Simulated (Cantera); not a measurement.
Source: NASA polynomial tables (part measured, part estimated), evaluated in Cantera. Values are per mole of reaction as written; species without (g) are pure solids or liquids, kept so even where they would boil at 1 bar.

P2(g) + 6 H(g) ⇌ 2 PH3(g), with ΔH° = -1440.9 kJ and ΔS° = -486.4 J/K at 300 K.

Task: How far is the shortcut ΔG° ≈ ΔH°(300 K) − T·ΔS°(300 K) from the full temperature-dependent value at 650, 750, 850, 950, 1050, 1150, 1250, 1350, 1450 K?

Result: 
```json
[
 {"T (K)": "650", "shortcut (kJ)": "-1124.8", "full (kJ)": "-1113.4", "difference (kJ)": "-11.4", "difference in log10 K": "0.91"},
 {"T (K)": "750", "shortcut (kJ)": "-1076.2", "full (kJ)": "-1059.0", "difference (kJ)": "-17.2", "difference in log10 K": "1.20"},
 {"T (K)": "850", "shortcut (kJ)": "-1027.5", "full (kJ)": "-1003.9", "difference (kJ)": "-23.7", "difference in log10 K": "1.45"},
 {"T (K)": "950", "shortcut (kJ)": "-978.9", "full (kJ)": "-948.3", "difference (kJ)": "-30.6", "difference in log10 K": "1.68"},
 {"T (K)": "1050", "shortcut (kJ)": "-930.3", "full (kJ)": "-892.3", "difference (kJ)": "-37.9", "difference in log10 K": "1.89"},
 {"T (K)": "1150", "shortcut (kJ)": "-881.6", "full (kJ)": "-836.1", "difference (kJ)": "-45.5", "difference in log10 K": "2.07"},
 {"T (K)": "1250", "shortcut (kJ)": "-833.0", "full (kJ)": "-779.6", "difference (kJ)": "-53.4", "difference in log10 K": "2.23"},
 {"T (K)": "1350", "shortcut (kJ)": "-784.3", "full (kJ)": "-722.9", "difference (kJ)": "-61.4", "difference in log10 K": "2.38"},
 {"T (K)": "1450", "shortcut (kJ)": "-735.7", "full (kJ)": "-666.1", "difference (kJ)": "-69.6", "difference in log10 K": "2.51"}
]
```
The shortcut ignores the heat-capacity change of the reaction.
